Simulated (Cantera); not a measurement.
Input: 1 mol BN, 0.82 mol NF3, 24 mol H2O, equilibrated at 10000 Pa.

Equilibrium computed with Cantera from the NASA thermochemical tables; the gas is ideal and each condensed phase is pure. Candidate condensed phases: B, BN, B2O3, B3O3H3, H2O; 62 gas species. Gases not in the tables: H3BO3. Rates play no part. All values below are at 1025 K.

Base state: H2O 0.859, HF 0.0862, N2 0.0350, H2 0.0104, (HBO2)3 0.00620, BF3 0.00247, B3O3F3 0.000271, HBO2 0.000128 (mole fractions); condensed: B2O3(l).

**Question.** What changes in the equilibrium state with this change: pressure from 10000 Pa to 15000 Pa?

**Answer.** 
| species | before | after |
|---|---|---|
| H2O | 0.859 | 0.859 |
| HF | 0.0862 | 0.0849 |
| N2 | 0.0350 | 0.0350 |
| (HBO2)3 | 0.00620 | 0.00759 |
| H2 | 0.0104 | 0.0104 |
| BOF | 5.27e-5 | 4.24e-5 |
| HBO2 | 0.000128 | 0.000104 |
| B2O3(l), mol | 0.213 | 0.152 |
